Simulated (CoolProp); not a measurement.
Nitrogen at 476.87 K and 0.155 MPa flows at 21 m/s in a round tube of 6 mm bore and 15 µm roughness, fully developed (64/Re and Nu = 3.66 if laminar; Colebrook and Gnielinski if turbulent). Each further row changes one setting.

Model: reference Helmholtz-energy equation of state, Span 2000, in CoolProp.

```
case             Reynolds number  Darcy friction factor  pressure drop (Pa/m)  heat-transfer coefficient (W/(m² K))  mass flow (kg/h)
---------------  ---------------  ---------------------  --------------------  ------------------------------------  ----------------
as stated                   5470                 0.0392                     ?                                   119              2.34
velocity 42 m/s            10900                      ?                  5450                                   225              4.68
diameter 12 mm             10900                 0.0321                   645                                     ?              9.36
```

Question: Some entries are withheld; supply them.

Answer: 
- as stated, pressure drop (Pa/m): 1580
- velocity 42 m/s, Darcy friction factor: 0.0339
- diameter 12 mm, heat-transfer coefficient (W/(m² K)): 106

Viscosity comes from a separate model (Lemmon 2004). Thermal conductivity comes from a separate model (Lemmon 2004).
